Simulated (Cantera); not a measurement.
Premixed flame

A freely propagating, adiabatic, planar premixed flame of CH4 : C2H6 : C3H8 : O2 : N2 : H2O = 1 : 0.67 : 0.6 : 5.25 : 19.7 : 2.6 (molar parts), equivalence ratio 1.4, unburnt at 598 K and 2.80 bar; unity-Lewis-number transport, grid criteria slope 0.08 and curve 0.16, no radiation.

Model: GRI-Mech 3.0 (53 species, 325 reactions), integrated in Cantera. GRI-Mech 3.0 was tuned for natural gas; its chemistry of propane as a main component is partial and can be far from experiment. Unity Lewis numbers drop preferential diffusion, which matters most where H2 and H carry the flame. Burning velocities carry a grid error of a few per cent, more on coarse grids.

| z (mm) | T (K) | u (m/s) | x CH4 | x C2H6 | x C3H8 | x OH | x H2O2 | x NO |
|---|---|---|---|---|---|---|---|---|
| -0.827 | 600 | 0.378 | 0.0335 | 0.0224 | 0.0201 | <1e-8 | 4.11e-7 | <1e-8 |
| -0.551 | 608 | 0.384 | 0.0333 | 0.0223 | 0.0199 | <1e-8 | 2.04e-6 | 3.26e-8 |
| -0.413 | 634 | 0.401 | 0.0328 | 0.0217 | 0.0194 | <1e-8 | 6.96e-6 | 1.38e-7 |
| -0.276 | 756 | 0.482 | 0.0302 | 0.0192 | 0.0170 | 2.03e-8 | 2.71e-5 | 1.01e-6 |
| -0.138 | 1185 | 0.783 | 0.0209 | 0.0101 | 0.00815 | 4.69e-6 | 4.45e-5 | 9.51e-6 |
| -0.0689 | 1541 | 1.05 | 0.0128 | 0.00330 | 0.00196 | 7.67e-5 | 6.73e-6 | 1.96e-5 |
| 0 | 1870 | 1.30 | 0.00405 | 0.000138 | 2.14e-5 | 0.000774 | 1.28e-6 | 3.25e-5 |
| 0.0689 | 2017 | 1.40 | 0.000667 | 1.56e-6 | <1e-8 | 0.00166 | 2.85e-7 | 5.07e-5 |
| 0.138 | 2059 | 1.43 | 0.000141 | 6.08e-8 | <1e-8 | 0.00169 | 1.07e-7 | 6.52e-5 |
| 0.276 | 2081 | 1.45 | 2.15e-5 | <1e-8 | <1e-8 | 0.00124 | 4.01e-8 | 7.97e-5 |
| 0.551 | 2092 | 1.45 | 3.54e-6 | <1e-8 | <1e-8 | 0.000768 | 1.59e-8 | 8.99e-5 |
| 1.10 | 2099 | 1.46 | 6.79e-7 | <1e-8 | <1e-8 | 0.000451 | <1e-8 | 9.57e-5 |
| 2.20 | 2102 | 1.46 | 1.33e-7 | <1e-8 | <1e-8 | 0.000281 | <1e-8 | 9.84e-5 |
x: mole fraction of selected species; z is measured from the peak of heat release.

| Quantity | Value |
|---|---|
| laminar burning velocity | 37.7 cm/s |
| thermal thickness | 0.276 mm |
| peak x(OH) | 0.00175 |
| peak x(H2O2) | 5.13e-5 |
| grid points | 141 |
